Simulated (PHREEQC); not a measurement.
Consider water at 25 °C with 0.12 mol HNO3, 9.1e-05 mol Fe(NO3)3 and 0.012 mol CO2 per kg of water. Closed to the air; pH follows from the charge balance.

Model: ion-association model, wateq4f.dat, run in PHREEQC.

Q: The ionic strength comes out as 0.120 mol/kgw. What activity coefficients do H+, Fe+3, FeOH+2, NO3- get?

A: H+ 0.82, Fe+3 0.16, FeOH+2 0.35, NO3- 0.74.

This is a speciation only: nothing precipitates in the calculation. Examples of supersaturated solids here: Hematite (slow to form). Others may be too. Species that the database lacks are ignored.
